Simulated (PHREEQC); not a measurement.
A PHREEQC input (ion-association model, phreeqc.dat):

```
SOLUTION 1
  temp 43
  units mg/kgw
  pH 5.88
  pe 11.2
  Na 8.18
  K 3.3
  Ca 4.52
  Mg 0.393
  Cl 2.91 charge
  Li 0.1 charge
  S(6) 2.09 as SO4
  Alkalinity 34.6 as HCO3
  Ba 0.0507
  Pb 0.0351
END
USE solution 1
EQUILIBRIUM_PHASES 1
  Quartz 0 0.5
  CO2(g) -2 10
END
```

It stops with these messages:

```
ERROR: Charge balance specified for more than one species.
ERROR: Program terminating due to input errors.
```

The fault: two constituents marked charge. The line should read `Cl 2.91` where the input has `Cl 2.91 charge / Li 0.1 charge`. With the mend the run ends at pH 6.68 and ionic strength 0.000843 mol/kgw.
